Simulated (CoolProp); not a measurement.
Vapour-liquid equilibrium of cyclohexane (1) + p-xylene (2) at 30.75 °C; x and y are mole fractions of (1).

Computed with CoolProp (multi-fluid Helmholtz-energy mixture model, Zhou 2014 and Zhou 2012; pair parameters Bell 2016).

```
x      bubble pressure, mixture model (MPa)  bubble pressure, Raoult's law (MPa)  y, mixture model  y, Raoult's law
-----  ------------------------------------  -----------------------------------  ----------------  ---------------
0.05                               0.002764                             0.002384             0.440            0.352
0.125                                   ___                             0.003520             0.668            0.596
0.2                                0.005744                             0.004656             0.769            0.721
0.275                              0.007029                             0.005792             0.826            0.796
0.35                               0.008205                             0.006928             0.864            0.847
0.425                              0.009294                             0.008064               ___            0.884
0.5                                     ___                             0.009201             0.912            0.912
0.575                               0.01129                              0.01034             0.929            0.933
0.65                                0.01223                              0.01147             0.943            0.950
0.725                               0.01317                              0.01261             0.957            0.965
0.8                                 0.01411                              0.01374             0.969            0.976
0.875                               0.01507                              0.01488             0.981            0.986
0.95                                0.01607                              0.01602             0.992            0.995
```

Task: Fill in the missing entries.

Result: 
- 0.125, bubble pressure, mixture model (MPa): 0.004329
- 0.425, y, mixture model: 0.891
- 0.5, bubble pressure, mixture model (MPa): 0.01032

The largest gap from Raoult's law is +23.4 % in bubble pressure, at x = 0.2. No azeotrope shows between x = 0.05 and 0.95.

The pair parameters rest on a limited set of measurements; away from them the model extrapolates.
